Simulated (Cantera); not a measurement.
A closed system holds: 1 mol FeS2, 0.2 mol O2, 50 mol N2, equilibrated at 1152 °C and 41.0 mbar.

Equilibrium computed with Cantera from the NASA thermochemical tables; the gas is ideal and each condensed phase is pure. Candidate condensed phases: Fe, FeO, FeS, FeSO4, FeS2, Fe2O3, Fe2(SO4)3, Fe3O4, S; 19 gas species. FeS: taken at fixed stoichiometry. Kinetics and transport are ignored.

Base state: N2 0.988, S2 0.00782, SO2 0.00383, SO 0.000211, S2O 3.72e-5 (mole fractions); condensed: FeS(s).

Question: What changes in the equilibrium state with this change: N2 from 50 to 1.3 mol?

Answer: 
```json
[
 {"species": "N2", "before": "0.988", "after": "0.684"},
 {"species": "S2", "before": "0.00782", "after": "0.208"},
 {"species": "SO2", "before": "0.00383", "after": "0.103"},
 {"species": "S2O", "before": "3.72e-5", "after": "0.00226"},
 {"species": "SO", "before": "0.000211", "after": "0.00248"},
 {"species": "FeS(s), mol", "before": "1.000", "after": "1.00"}
]
```
